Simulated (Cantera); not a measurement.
**Reactions in the system H-I-Mg**

Source: NASA polynomial tables (part measured, part estimated), evaluated in Cantera. Values are per mole of reaction as written; species without (g) are pure solids or liquids, kept so even where they would boil at 1 bar.

MgI2 + 2 H(g) = 2 HI(g) + Mg

| T (K) | ΔH° (kJ) | ΔS° (J/K) | ΔG° (kJ) | log10 K |
|---|---|---|---|---|
| 1423 | -78.9 | 6.7 | -88.4 | 3.24 |
| 1448 | -79.8 | 6.0 | -88.5 | 3.19 |
| 1473 | -80.8 | 5.4 | -88.7 | 3.15 |
| 1498 | -81.7 | 4.8 | -88.8 | 3.10 |
